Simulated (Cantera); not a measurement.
B₂O₃ + O₂ + H₂ (boron, boron nitride and boron oxide)

Input: 1 mol B₂O₃, 0.92 mol O₂, 2 mol H₂, at 0.150 bar.

Method: chemical equilibrium by Gibbs-energy minimisation in Cantera with the NASA 1993 tables (ideal gas, pure condensed phases). Candidate condensed phases: B, B₂O₃, B₃O₃H₃, H₂O; 23 gas species. Gases not in the tables: H₃BO₃. Equilibrium is a limit: real reactors are often held back by kinetics, nucleation or transport.

```tsv
T (K)	x H₂O	x HBO₂	x H₂	x B₂O₃	x (HBO₂)₃	x H	x BO₂	n B₂O₃(l)
948	0.907	2.04e-5	0.0805	1.61e-12	0.0123	3.84e-10	<1e-12	0.963
1098	0.913	0.000416	0.0802	1.58e-9	0.00596	1.81e-8	<1e-12	0.982
1248	0.913	0.00395	0.0800	2.77e-7	0.00332	3.41e-7	2.18e-10	0.986
1398	0.896	0.0224	0.0792	1.53e-5	0.00201	3.44e-6	2.39e-8	0.971
1548	0.835	0.0863	0.0766	0.000374	0.00122	2.20e-5	1.02e-6	0.905
1698	0.684	0.240	0.0699	0.00505	0.000646	9.87e-5	2.13e-5	0.711
1848	0.420	0.478	0.0572	0.0437	0.000234	0.000327	0.000244	0.210
```
x: gas mole fraction; n: condensed amount in mol.

From 948 K to 1848 K the condensed part is B₂O₃(l). The share of B in condensed phases is highest at 1248 K (98.6 %) and lowest at 1848 K (21.0 %).
